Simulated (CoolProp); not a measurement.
Vapour-liquid equilibrium of R114 (1) + n-heptane (2) at 67.75 °C; x and y are mole fractions of (1).

Model: multi-fluid Helmholtz-energy mixture model, Platzer 1990 and Span 2003; pair parameters Bell 2016, in CoolProp. This equation is an older, rougher fit; its heat capacities, sound speeds and derivatives of the liquid may be far off and weren't checked against measurements.

```csv
x,"bubble pressure, mixture model (MPa)","bubble pressure, Raoult's law (MPa)","y, mixture model","y, Raoult's law"
0.05,0.08408,0.07057,0.567,0.497
0.2,0.2137,0.1701,0.845,0.824
0.35,0.3228,0.2697,0.908,0.910
0.5,0.4134,0.3693,0.938,0.949
0.65,0.4935,0.4688,0.957,0.972
0.8,0.5736,0.5684,0.974,0.987
0.95,0.6656,0.6680,0.993,0.997
```

The largest gap from Raoult's law is +25.6 % in bubble pressure, at x = 0.2. No azeotrope shows between x = 0.05 and 0.95.

The pair parameters rest on a limited set of measurements; away from them the model extrapolates.
